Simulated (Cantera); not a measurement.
Input (Python, Cantera) and output of one run.

```python
import numpy as np
import cantera as ct

gas_names = [...]  # 87 gases of nasa_gas.yaml made of C, H, Si
cond_names = """
    C(gr) C6H6(L) C7H8(L) C8H18(L),n-octa Si(cr) Si(L) SiC(b)
""".split()


# ... load() reads the species with a 1 bar reference pressure and builds the phases ...
atoms = {
    'SiH4': {'Si': 1, 'H': 4},
    'CH4': {'C': 1, 'H': 4},
    'H2': {'H': 2},
}
top_T = {'C(gr)': 4500, 'SiC(b)': 3050}  # K; cautious upper limits of use, not melting points


# ... equilibrate(T, P, feed) seeds the gas with the atoms and calls Mixture.equilibrate('TP', solver="vcs", rtol=1e-11, max_steps=5000) ...
results = []
feed = {'SiH4': 1, 'CH4': 0.012, 'H2': 250}  # mol
T = 1523.15  # K
P = 880  # Pa
mix = equilibrate(T, P, feed)
results.append((T, P, feed, dict(zip(mix.species_names, mix.species_moles))))
print(gas.report(threshold=1e-06))
for i in range(1, mix.n_phases):
    print(f"{mix.phase(i).name:16s} {mix.phase_moles(i):12.5e} mol")
```

Result:

```
       temperature   1523.2 K
          pressure   880 Pa
           density   0.00014008 kg/m^3
  mean mol. weight   2.0159 kg/kmol
   phase of matter   gas

                          1 kg             1 kmol
                     ---------------   ---------------
          enthalpy        1.8422e+07        3.7136e+07  J
   internal energy         1.214e+07        2.4472e+07  J
           entropy        1.0852e+05        2.1876e+05  J/K
    Gibbs function       -1.4686e+08       -2.9606e+08  J
 heat capacity c_p             16096             32449  J/K
 heat capacity c_v             11972             24134  J/K

                      mass frac. Y      mole frac. X     chem. pot. / RT
                     ---------------   ---------------   ---------------
                 H        0.00012339        0.00024677            -11.69
                H2           0.99981           0.99975           -23.381
                Si         2.864e-05        2.0557e-06           -4.6234
              SiH2         2.999e-05        2.0084e-06           -28.004
     [  +83 minor]        9.8378e-06        7.4436e-07

C(gr)             0.00000e+00 mol
Si(cr)            9.86869e-01 mol
SiC(b)            1.19578e-02 mol
```

Equilibrium computed with Cantera from the NASA thermochemical tables; the gas is ideal and each condensed phase is pure. Mutual solubility and eutectic melting of coexisting phases are not modelled.
